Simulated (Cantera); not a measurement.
Input (Python, Cantera) and output of one run.

```python
import numpy as np
import cantera as ct

gas_names = """
    N2O NO
""".split()
cond_names = """
    Cu2O(s) Cu2O(L) Cu(cr) Cu(L)
""".split()


# ... load() reads the species with a 1 bar reference pressure and builds the phases ...
species = {s.name: s for s in load("nasa_gas.yaml", gas_names) + load("nasa_condensed.yaml", cond_names)}
# Each term lists the table entries of one substance; the one whose range holds T is used.
reactions = {
    'N2O(g) + Cu2O = 2 Cu + 2 NO(g)':
        [(-1, ['N2O']), (-1, ['Cu2O(s)', 'Cu2O(L)']), (2, ['Cu(cr)', 'Cu(L)']), (2, ['NO'])],
}


def pick(names, T):
    return next(species[n] for n in names if species[n].thermo.min_temp <= T <= species[n].thermo.max_temp)


results = []
for label, terms in reactions.items():
    print(label)
    print("     T/K   dH/kJ  dS/(J/K)   dG/kJ   log10 K")
    for T in [300, 1850, 1925, 2000, 2075, 2150, 2225, 2300, 2375]:
        used = [(nu, pick(names, T)) for nu, names in terms]
        dH = sum(nu * s.thermo.h(T) for nu, s in used) / 1e6
        dS = sum(nu * s.thermo.s(T) for nu, s in used) / 1e3
        dG = dH - T * dS / 1e3
        logK = -dG * 1e6 / (ct.gas_constant * T * np.log(10))
        results.append((label, T, dH, dS, dG, logK, [s.name for _, s in used]))
        print(f"{T:8g} {dH:8.1f} {dS:8.1f} {dG:8.1f} {logK:8.2f}")
```

Result:

```
N2O(g) + Cu2O = 2 Cu + 2 NO(g)
     T/K   dH/kJ  dS/(J/K)   dG/kJ   log10 K
     300    271.7    175.5    219.0   -38.13
    1850    214.9    137.3    -39.1     1.11
    1925    213.2    136.4    -49.4     1.34
    2000    211.6    135.6    -59.6     1.56
    2075    209.9    134.8    -69.8     1.76
    2150    208.3    134.0    -79.8     1.94
    2225    206.6    133.2    -89.9     2.11
    2300    204.9    132.5    -99.8     2.27
    2375    203.3    131.8   -109.7     2.41
```

Source: NASA polynomial tables (part measured, part estimated), evaluated in Cantera. Condensed species are held in their standard states even where they would react or evaporate.
